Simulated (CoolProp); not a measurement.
Aqueous propylene glycol as a coolant, 42 % by mass, freezing at -22.5 °C, 1 atm.

Computed with CoolProp (Melinder's fits for secondary coolants).

| T (°C) | conductivity (W/(m K)) | viscosity (mPa s) | density (kg/m³) | Prandtl number |
|---|---|---|---|---|
| -18.6 | 0.370 | 46.9 | 1052 | 449 |
| -12.6 | 0.373 | 29.9 | 1050 | 286 |
| -6.7 | 0.376 | 19.9 | 1047 | 190 |
| -0.8 | 0.380 | 13.8 | 1045 | 131 |
| 5.2 | 0.383 | 9.75 | 1042 | 92.2 |
| 11.1 | 0.386 | 7.16 | 1039 | 67.5 |
| 17.1 | 0.390 | 5.38 | 1035 | 50.5 |
| 23 | 0.394 | 4.17 | 1032 | 39.0 |
| 29 | 0.397 | 3.30 | 1028 | 30.8 |
| 34.9 | 0.401 | 2.68 | 1025 | 24.9 |
